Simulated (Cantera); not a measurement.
Feed: 1 mol CH₃OH, 30 mol H₂, equilibrated at 1352 °C and 82.5 Torr.

Equilibrium computed with Cantera from the NASA thermochemical tables; the gas is ideal and each condensed phase is pure. Candidate condensed phases: C, C₆H₆, C₇H₈, C₈H₁₈, H₂O; 110 gas species. Equilibrium is a limit: real reactors are often held back by kinetics, nucleation or transport.

Base state: H₂ 0.969, CO 0.0303, H 0.000209, H₂O 1.96e-5, CH₄ 1.87e-5 (mole fractions); condensed: gas only.

Q: What changes in the equilibrium state with this change: temperature from 1352 °C to 2450 °C?

A: 
| species | before | after |
|---|---|---|
| H₂ | 0.969 | 0.805 |
| H | 0.000209 | 0.168 |
| CO | 0.0303 | 0.0278 |
| CH₄ | 1.87e-5 | 7.03e-8 |
| H₂O | 1.96e-5 | 3.96e-6 |

Q: What changes in the equilibrium state with this change: CH₃OH replaced by C₃H₈?

A: 
```json
[
 {"species": "H₂", "before": "0.969", "after": "1.000"},
 {"species": "H", "before": "0.000209", "after": "0.000213"},
 {"species": "CH₄", "before": "1.87e-5", "after": "0.000162"},
 {"species": "CO", "before": "0.0303", "after": "0"},
 {"species": "H₂O", "before": "1.96e-5", "after": "0"},
 {"species": "C₂H₂ (acetylene)", "before": "5.22e-7", "after": "3.55e-5"},
 {"species": "C(graphite), mol", "before": "0", "after": "2.99"}
]
```
